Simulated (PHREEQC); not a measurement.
PHREEQC input (Pitzer model, pitzer.dat):

```
SOLUTION 1
  temp 25
  units mol/kgw
  pH 7 charge
  Br 0.258
  Na 0.102
  Cl 0.112
  K 0.028
  Mg 0.12
  S(6) 0.00089
  Ca 0.00089
END
USE solution 1
INCREMENTAL_REACTIONS false
REACTION 1
  H2O -1
  0 9.886 18.011 24.689 30.178 34.689 38.397 41.444
  43.949 46.007 47.699 49.089 50.232 51.172 moles
EQUILIBRIUM_PHASES 1
  Arcanite 0 0
  Bischofite 0 0
  Bloedite 0 0
  Brucite 0 0
  Carnallite 0 0
  Epsomite 0 0
  Glaserite 0 0
  Glauberite 0 0
  Gypsum 0 0
  Anhydrite 0 0
  Halite 0 0
  Hexahydrite 0 0
  Kainite 0 0
  Kieserite 0 0
  Leonite 0 0
  Mirabilite 0 0
  Misenite 0 0
  Polyhalite 0 0
  Portlandite 0 0
  Schoenite 0 0
  Sylvite 0 0
  Syngenite 0 0
  Thenardite 0 0
  MgCl2_4H2O 0 0
SELECTED_OUTPUT 1
  -reset false
  -pH true
  -pe true
  -ionic_strength true
  -water true
  -activities H2O
  -totals Br Ca Cl K Mg Na S
  -molalities H+ Na+ K+ Mg+2 Ca+2 Cl- SO4-2 Br- OH- HSO4-
    MgOH+
  -equilibrium_phases Arcanite Bischofite Bloedite Brucite Carnallite Epsomite Glaserite Glauberite Gypsum Anhydrite
    Halite Hexahydrite Kainite Kieserite Leonite Mirabilite Misenite Polyhalite Portlandite Schoenite
    Sylvite Syngenite Thenardite MgCl2_4H2O
PRINT
  -reset false
END
```

Selected output (columns that matter, 14 of 14 rows; water left (kg) added in front):

```
water left (kg)	pH	mu	Br	Ca	Cl	K	Mg	Na	S	m_H+	m_Na+	m_K+	m_Mg+2	la_H2O
1	6.5487	0.49356	0.258	0.00089	0.112	0.028	0.12	0.102	0.00089	3.4416e-07	0.102	0.028	0.12	-0.0043943
0.821894	6.5061	0.60052	0.31391	0.0010829	0.13627	0.034068	0.146	0.1241	0.0010829	3.7114e-07	0.1241	0.034068	0.146	-0.0053862
0.675514	6.4587	0.73064	0.38193	0.0013175	0.1658	0.04145	0.17764	0.151	0.0013175	4.0136e-07	0.151	0.04145	0.17764	-0.0066192
0.555203	6.4052	0.88897	0.46469	0.001603	0.20173	0.050432	0.21614	0.18372	0.001603	4.3547e-07	0.18372	0.050432	0.21614	-0.0081602
0.456313	6.3445	1.0816	0.5654	0.0019504	0.24545	0.061361	0.26298	0.22353	0.0019504	4.743e-07	0.22353	0.061361	0.26298	-0.010099
0.375043	6.2747	1.316	0.68792	0.0023731	0.29863	0.074658	0.31996	0.27197	0.0023731	5.1904e-07	0.27197	0.074658	0.31996	-0.012557
0.30824	6.1936	1.6012	0.83701	0.0028874	0.36335	0.090838	0.38931	0.33091	0.0028874	5.7132e-07	0.33091	0.090838	0.38931	-0.015705
0.253345	6.0983	1.9482	1.0184	0.003513	0.44209	0.11052	0.47366	0.40261	0.003513	6.3346e-07	0.40261	0.11052	0.47366	-0.019781
0.208215	5.9852	2.3704	1.2391	0.0042744	0.53791	0.13448	0.57633	0.48988	0.0042744	7.0885e-07	0.48988	0.13448	0.57633	-0.025127
0.171138	5.8497	2.884	1.5076	0.0052005	0.65444	0.16361	0.70119	0.59601	0.0052005	8.0227e-07	0.59601	0.16361	0.70119	-0.032234
0.140655	5.6861	3.509	1.8343	0.0063275	0.79628	0.19907	0.85315	0.72518	0.0063275	9.2081e-07	0.72518	0.19907	0.85315	-0.041824
0.115613	5.4877	4.2691	2.2316	0.0076981	0.96875	0.24219	1.0379	0.88226	0.0076981	1.0746e-06	0.88226	0.24219	1.0379	-0.054938
0.0950203	5.246	5.1943	2.7152	0.0093664	1.1787	0.29467	1.2629	1.0735	0.0093664	1.2788e-06	1.0735	0.29467	1.2629	-0.073135
0.0780853	4.9513	6.3208	3.3041	0.011398	1.4343	0.35858	1.5368	1.3063	0.011398	1.5551e-06	1.3063	0.35858	1.5368	-0.098708
```
